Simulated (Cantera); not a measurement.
## Equilibrium for nitride etching: BN + F₂ + H₂O

Input: 1 mol BN, a varied amount of F₂, 3.7 mol H₂O, equilibrated at 1825 K and 10000 Pa.

Method: chemical equilibrium by Gibbs-energy minimisation in Cantera with the NASA 1993 tables (ideal gas, pure condensed phases). Candidate condensed phases: B, BN, B₂O₃, B₃O₃H₃, H₂O; 62 gas species. The numbers say what is thermodynamically allowed, not how fast it happens.

From 1.8 mol F₂ to 13 mol F₂ nothing is condensed. The main B-bearing gas is BOF at 1.8 mol F₂ and BF₃ at 13 mol F₂.

```
n(F₂) (mol)   x HF      x F     x H₂O    x O₂     x BOF    x BF₃    x N₂    x HBO₂
-----------  -----  -------  --------  ------  --------  -------  ------  --------
1.8          0.422  5.11e-6     0.328  0.0221     0.114  0.00201  0.0751    0.0341
2.7          0.555  1.23e-5     0.180  0.0746     0.106  0.00589  0.0625    0.0133
3.6          0.646  2.43e-5    0.0763   0.113    0.0886   0.0157  0.0539   0.00404
4.5          0.689  5.92e-5    0.0167   0.146    0.0505   0.0467  0.0484  0.000472
5.4          0.664   0.0359   4.49e-8   0.165   2.81e-7   0.0897  0.0444    <1e-12
6.3          0.571    0.170   1.38e-9   0.142   1.00e-8   0.0772  0.0382    <1e-12
7.2          0.502    0.271  3.90e-10   0.125   3.24e-9   0.0678  0.0335    <1e-12
8.1          0.447    0.350  1.75e-10   0.111   1.63e-9   0.0604  0.0299    <1e-12
9            0.403    0.414  9.70e-11   0.100   1.00e-9   0.0545  0.0270    <1e-12
9.9          0.367    0.466  6.05e-11  0.0915  6.85e-10   0.0496  0.0246    <1e-12
11           0.331    0.518  3.78e-11  0.0825  4.74e-10   0.0448  0.0221    <1e-12
12           0.304    0.558  2.63e-11  0.0757  3.60e-10   0.0411  0.0203    <1e-12
13           0.281    0.591  1.92e-11  0.0700  2.85e-10   0.0380  0.0188    <1e-12
```
x: gas mole fraction; nothing condenses.
